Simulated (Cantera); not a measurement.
## Ta₂O₅ + H₂ (hydrogen reduction and annealing atmospheres)

Feed: 1 mol Ta₂O₅, 17 mol H₂, equilibrated at 1.33 mbar.

Cantera equilibrium calculation (NASA polynomials, part measured and part estimated; ideal gas, pure solids and liquids). Candidate condensed phases: H₂O, Ta, Ta₂O₅; 12 gas species. Mutual solubility and eutectic melting of coexisting phases are not modelled. Condensed phases not in the tables: N, O or C dissolved in the metal. Rates play no part.

From 1125 K to 1325 K the condensed part is Ta₂O₅(s). From 1375 K to 1425 K the condensed part is Ta(s) + Ta₂O₅(s).

```json
[
 {"T (K)": "1125", "x H₂": "1.000", "x H": "1.22e-6", "x H₂O": "1.57e-6", "n Ta₂O₅(s)": "1.000", "n Ta(s)": "0"},
 {"T (K)": "1175", "x H₂": "1.000", "x H": "3.36e-6", "x H₂O": "3.17e-6", "n Ta₂O₅(s)": "1.000", "n Ta(s)": "0"},
 {"T (K)": "1225", "x H₂": "1.000", "x H": "8.54e-6", "x H₂O": "6.04e-6", "n Ta₂O₅(s)": "1.000", "n Ta(s)": "0"},
 {"T (K)": "1275", "x H₂": "1.000", "x H": "2.02e-5", "x H₂O": "1.09e-5", "n Ta₂O₅(s)": "1.000", "n Ta(s)": "0"},
 {"T (K)": "1325", "x H₂": "1.000", "x H": "4.48e-5", "x H₂O": "1.88e-5", "n Ta₂O₅(s)": "1.000", "n Ta(s)": "0"},
 {"T (K)": "1375", "x H₂": "1.000", "x H": "9.38e-5", "x H₂O": "3.12e-5", "n Ta₂O₅(s)": "1.000", "n Ta(s)": "0.000212"},
 {"T (K)": "1425", "x H₂": "1.000", "x H": "0.000187", "x H₂O": "4.97e-5", "n Ta₂O₅(s)": "1.000", "n Ta(s)": "0.000338"}
]
```
x: gas mole fraction; n: condensed amount in mol.
